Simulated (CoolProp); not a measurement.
Hexamethyldisiloxane (MM) at several states: density (kg/m³) from the reference equation and from simpler models built on Tc = 518.7 K, pc = 1.931 MPa, ω = 0.418; each cubic takes its own stable root.

Model: reference Helmholtz-energy equation of state, Thol 2016, in CoolProp.

```
T (K)  p (MPa)   phase  reference  Redlich-Kwong  Soave-Redlich-Kwong  Peng-Robinson
-----  -------  ------  ---------  -------------  -------------------  -------------
385.6    0.589  liquid        [?]          575.6                  [?]          699.1
414.2   0.0814     gas        [?]            [?]                3.963            [?]
278.6     1.33  liquid        [?]          694.8                  [?]          813.8
507.2   0.0796     gas      3.115          3.112                3.113          3.118
```

**Question.** Complete the blanks.

**Answer.** 
- 385.6, reference: 661.7
- 385.6, Soave-Redlich-Kwong: 617.5
- 414.2, reference: 3.973
- 414.2, Redlich-Kwong: 3.947
- 414.2, Peng-Robinson: 3.971
- 278.6, reference: 781.8
- 278.6, Soave-Redlich-Kwong: 723.8
